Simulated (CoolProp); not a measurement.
The fluid at 343.68 K and 7.51 MPa flows at 11 m/s in a round tube of 2 mm bore and 45 µm roughness, fully developed (64/Re and Nu = 3.66 if laminar; Colebrook and Gnielinski if turbulent). The same conditions are run with several fluids, on thermodynamics alone (safety and materials aside).

Computed with CoolProp (reference Helmholtz-energy equation of state of each fluid (ammonia: Gao 2020; C3F8 (R218): Lemmon 2006; R152A: Outcalt 1996; n-pentane: Thol 2019; R141b: Lemmon 2006)).

Problem. Rank ammonia, C3F8 (R218), R152A, n-pentane, R141b by Reynolds number, highest first.

Solution. C3F8 (R218) (217000), R152A (160000), ammonia (132000), n-pentane (99400), R141b (91900)

```json
[
 {"fluid": "ammonia", "Darcy friction factor": "0.0512", "pressure drop (Pa/m)": "826000", "heat-transfer coefficient (W/(m² K))": "169000", "mass flow (kg/h)": "66.4"},
 {"fluid": "C3F8 (R218)", "Darcy friction factor": "0.0511", "pressure drop (Pa/m)": "1830000", "heat-transfer coefficient (W/(m² K))": "43300", "mass flow (kg/h)": "147"},
 {"fluid": "R152A", "Darcy friction factor": "0.0511", "pressure drop (Pa/m)": "1250000", "heat-transfer coefficient (W/(m² K))": "60100", "mass flow (kg/h)": "100"},
 {"fluid": "n-pentane", "Darcy friction factor": "0.0513", "pressure drop (Pa/m)": "910000", "heat-transfer coefficient (W/(m² K))": "46800", "mass flow (kg/h)": "73.0"},
 {"fluid": "R141b", "Darcy friction factor": "0.0513", "pressure drop (Pa/m)": "1800000", "heat-transfer coefficient (W/(m² K))": "37900", "mass flow (kg/h)": "145"}
]
```

Transport values come from each fluid's own correlations; those of C3F8 (R218), R152A, n-pentane, R141b are estimates that may be off by 10 % or more.
